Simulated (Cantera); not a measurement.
Input (Python, Cantera):

```python
import numpy as np
import cantera as ct

gas = ct.Solution("gri30.yaml")
gas.TPX = 373, 1000000, {'CH4': 1, 'O2': 1.43, 'N2': 5.37, 'H2O': 0.18}
flame = ct.FreeFlame(gas, width=0.008)
flame.set_refine_criteria(ratio=3, slope=0.08, curve=0.16)
flame.transport_model = "mixture-averaged"
flame.solve(loglevel=0, auto=True)
z, T = flame.grid, flame.T
thick = (T[-1] - T[0]) / np.gradient(T, z).max()
show = ['CH4', 'O2', 'H2O', 'HCN', 'NO', 'HO2']
print(f"laminar burning velocity  {flame.velocity[0] * 100:.3f} cm/s")
print(f"burnt temperature         {T[-1]:.1f} K")
print(f"thermal thickness         {thick * 1e3:.4f} mm")
print(f"grid points               {len(z)}")
z0 = z[flame.heat_release_rate.argmax()]
print(f"{'z/mm':>9s}{'T/K':>9s}{'u/(m/s)':>9s}" + "".join(f"{s:>11s}" for s in show))
rows = []
for k in (-3, -2, -1.5, -1, -0.5, -0.25, 0, 0.25, 0.5, 1, 2, 4, 8):
    zz = z0 + k * thick
    rows.append([k * thick, np.interp(zz, z, T), np.interp(zz, z, flame.velocity),
                 *(np.interp(zz, z, flame.X[gas.species_index(s)]) for s in show)])
    print(f"{rows[-1][0] * 1e3:9.3f}{rows[-1][1]:9.1f}{rows[-1][2]:9.3f}" + "".join(f"{x:11.3e}" for x in rows[-1][3:]))
```

Output:

```
laminar burning velocity  8.949 cm/s
burnt temperature         2000.1 K
thermal thickness         0.2012 mm
grid points               118
     z/mm      T/K  u/(m/s)        CH4         O2        H2O        HCN         NO        HO2
   -0.603    374.1    0.090  1.249e-01  1.787e-01  2.267e-02  1.985e-10  3.758e-12  1.488e-08
   -0.402    381.5    0.092  1.238e-01  1.776e-01  2.363e-02  2.254e-09  3.391e-11  1.277e-07
   -0.302    411.7    0.100  1.211e-01  1.748e-01  2.763e-02  1.586e-08  2.192e-10  7.377e-07
   -0.201    556.2    0.137  1.105e-01  1.629e-01  4.602e-02  1.261e-07  3.122e-09  6.504e-06
   -0.101   1042.3    0.261  7.584e-02  1.159e-01  1.040e-01  7.954e-07  1.166e-07  7.131e-05
   -0.050   1432.2    0.362  4.611e-02  7.195e-02  1.489e-01  1.600e-06  4.799e-07  1.114e-04
    0.000   1782.4    0.455  1.932e-02  2.900e-02  1.882e-01  2.944e-06  9.338e-07  3.801e-05
    0.050   1946.6    0.498  8.455e-03  8.637e-03  2.039e-01  4.803e-06  1.473e-06  7.133e-06
    0.101   1996.5    0.510  5.465e-03  2.828e-03  2.063e-01  5.955e-06  1.867e-06  1.572e-06
    0.201   2015.9    0.515  3.662e-03  4.720e-04  2.046e-01  6.648e-06  2.266e-06  1.794e-07
    0.402   2015.2    0.516  2.388e-03  2.439e-05  2.009e-01  6.814e-06  2.762e-06  8.368e-09
    0.805   2009.6    0.516  1.427e-03  2.773e-07  1.976e-01  6.410e-06  3.649e-06  1.971e-10
    1.609   2004.3    0.516  6.896e-04  8.279e-08  1.951e-01  5.140e-06  5.192e-06  1.129e-10
```

Model: GRI-Mech 3.0 (53 species, 325 reactions), integrated in Cantera. Burning velocities carry a grid error of a few per cent, more on coarse grids.
